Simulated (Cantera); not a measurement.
An isothermal, constant-pressure homogeneous reactor starts with CH₄ : H₂O = 1 : 1.9 (molar parts), at 1598 K and 1.00 atm. Integrator tolerance rtol = 1e-08.

Cantera simulation using GRI-Mech 3.0 (53 species, 325 reactions); the numbers are that mechanism's predictions, not measurements.

Q: What does this change do: temperature 1598 to 1300 K?

A: 
```
quantity                                             before                                      after
-----------------  ----------------------------------------  -----------------------------------------
x(CH₄) at 100 s    0.000302 (gas-phase equilibrium 4.08e-7)      0.179 (gas-phase equilibrium 2.10e-5)
x(H₂O) at 100 s         0.167 (gas-phase equilibrium 0.167)        0.533 (gas-phase equilibrium 0.158)
x(C₂H) at 100 s       <1e-12 (gas-phase equilibrium <1e-12)    3.19e-11 (gas-phase equilibrium <1e-12)
x(H₂) at 100 s          0.628 (gas-phase equilibrium 0.629)        0.214 (gas-phase equilibrium 0.637)
x(CH₂CO) at 100 s  3.91e-9 (gas-phase equilibrium 4.78e-12)   9.14e-6 (gas-phase equilibrium 1.74e-11)
x(HCO) at 100 s     8.91e-9 (gas-phase equilibrium 8.95e-9)  2.78e-11 (gas-phase equilibrium 6.45e-10)
```

Q: What does this change do: temperature 1598 to 1425 K?

A: 
| quantity | before | after |
|---|---|---|
| x(CH₄) at 100 s | 0.000302 (gas-phase equilibrium 4.08e-7) | 0.0711 (gas-phase equilibrium 3.27e-6) |
| x(H₂O) at 100 s | 0.167 (gas-phase equilibrium 0.167) | 0.283 (gas-phase equilibrium 0.163) |
| x(C₂H) at 100 s | <1e-12 (gas-phase equilibrium <1e-12) | 1.09e-10 (gas-phase equilibrium <1e-12) |
| x(H₂) at 100 s | 0.628 (gas-phase equilibrium 0.629) | 0.491 (gas-phase equilibrium 0.633) |
| x(CH₂CO) at 100 s | 3.91e-9 (gas-phase equilibrium 4.78e-12) | 1.78e-6 (gas-phase equilibrium 9.46e-12) |
| x(HCO) at 100 s | 8.91e-9 (gas-phase equilibrium 8.95e-9) | 1.21e-9 (gas-phase equilibrium 2.23e-9) |
